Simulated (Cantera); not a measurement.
Aluminium nitride and oxide growth: AlBr3 + O2 + N2

Charge: 1 mol AlBr3, a varied amount of O2, 2.9 mol N2, equilibrated at 1300 K and 0.360 bar.

These are equilibrium values from Cantera (NASA tables, ideal gas, pure condensed phases), not measurements of a reactor. Candidate condensed phases: Al, AlBr3, AlN, Al2O3, Br2; 21 gas species. Kinetics and transport are ignored.

```
n(O2) (mol)   x N2   x Br2     x O2   x AlBr3    x Br      x NO  n Al2O3(s)
-----------  -----  ------  -------  --------  ------  --------  ----------
0.22         0.701  0.0850   <1e-12     0.171  0.0428  8.40e-11       0.147
0.36         0.681   0.142   <1e-12     0.122  0.0552  1.72e-10       0.240
0.5          0.663   0.196   <1e-12    0.0762  0.0649  3.23e-10       0.333
0.63         0.647   0.245   <1e-12    0.0357  0.0726  6.60e-10       0.420
0.77         0.630   0.287  0.00432   2.08e-9  0.0785   5.08e-5       0.500
0.91         0.611   0.278   0.0337  4.24e-10  0.0773  0.000140       0.500
1            0.600   0.272   0.0516  2.99e-10  0.0765  0.000171       0.500
1.2          0.575   0.260   0.0892  1.85e-10  0.0748  0.000220       0.500
1.3          0.564   0.255    0.107  1.57e-10  0.0740  0.000239       0.500
1.5          0.543   0.244    0.140  1.20e-10  0.0725  0.000268       0.500
1.6          0.532   0.240    0.156  1.08e-10  0.0718  0.000280       0.500
1.7          0.523   0.235    0.171  9.75e-11  0.0711  0.000291       0.500
1.9          0.504   0.226    0.200  8.19e-11  0.0697  0.000309       0.500
```
x: gas mole fraction; n: condensed amount in mol.

From 0.22 mol O2 to 1.9 mol O2 the condensed part is Al2O3(s).
